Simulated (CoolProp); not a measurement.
1,2-dichloroethane at several states: fugacity coefficient from the reference equation and from simpler models built on Tc = 561.6 K, pc = 5.226 MPa, ω = 0.269; each cubic takes its own stable root.

Computed with CoolProp (reference Helmholtz-energy equation of state, Thol 2015).

```json
[
 {"T (K)": "432.2", "p (MPa)": "5.08", "phase": "liquid", "reference": "0.1347"},
 {"T (K)": "481.4", "p (MPa)": "0.0502", "phase": "gas", "reference": "0.9945"},
 {"T (K)": "259.9", "p (MPa)": "0.122", "phase": "liquid", "reference": "0.01011"}
]
```

How far does each simpler model (Soave-Redlich-Kwong, Peng-Robinson) lie from the reference over these 3 states: mean and median of the absolute difference, and the worst?


- Soave-Redlich-Kwong: mean 3.8 %, median 3.6 %, worst -7.7 % at 259.9 K and 0.122 MPa
- Peng-Robinson: mean 1.1 %, median 0.3 %, worst +3.0 % at 259.9 K and 0.122 MPa
